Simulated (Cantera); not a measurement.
A closed system holds: 1 mol LiOH, 1.3 mol H2, equilibrated at 1148 K and 0.0840 bar.

Equilibrium computed with Cantera from the NASA thermochemical tables; the gas is ideal and each condensed phase is pure. Candidate condensed phases: H2O, Li, LiH, LiOH, Li2O; 17 gas species. Rates play no part.

Base state: H2 0.722, H2O 0.277, LiOH 0.000679, Li2(OH)2 2.13e-5 (mole fractions); condensed: Li2O(s).

Task: What changes in the equilibrium state with this change: temperature from 1148 K to 2175 K?

Result: 
```csv
species,before,after
H2,0.722,0.441
LiOH,0.000679,0.247
H2O,0.277,0.150
Li,2.38e-7,0.146
H,2.10e-7,0.0112
Li2O,1.02e-9,0.00301
OH,<1e-9,0.000510
"Li2O(s), mol",0.499,0
```

Task: What changes in the equilibrium state with this change: temperature from 1148 K to 1898 K?

Result: 
```tsv
species	before	after
H2	0.722	0.490
LiOH	0.000679	0.310
H2O	0.277	0.0992
Li	2.38e-7	0.0935
Li2O	1.02e-9	0.00483
LiH	5.96e-9	0.000841
Li2O(s), mol	0.499	0
```
